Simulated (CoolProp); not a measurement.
Vapour pressure (kPa) of ethylene: the reference equation beside estimates from Tc = 9.2 °C, pc = 5042 kPa, ω = 0.087.

The numbers come from the reference Helmholtz-energy equation of state, Smukala 2000 in CoolProp.

```
T (°C)   reference  Lee-Kesler  van der Waals  Redlich-Kwong
-------  ---------  ----------  -------------  -------------
-125.95      21.94       21.70          184.9          19.95
-110.55      66.71       66.06          344.2          66.20
-95.15       163.8       163.0          579.3          170.4
-79.75       344.1       343.8          903.9          366.0
-64.35       642.9       643.7           1330          689.2
-48.95        1099        1100           1867           1176
-33.55        1753        1752           2525           1859
-18.15        2651        2647           3311           2771
```

Absolute difference from the reference over all 8 rows, mean and median: Lee-Kesler 0.4 and 0.1 %, van der Waals 227.6 and 134.8 %, Redlich-Kwong 5.6 and 6.2 %.
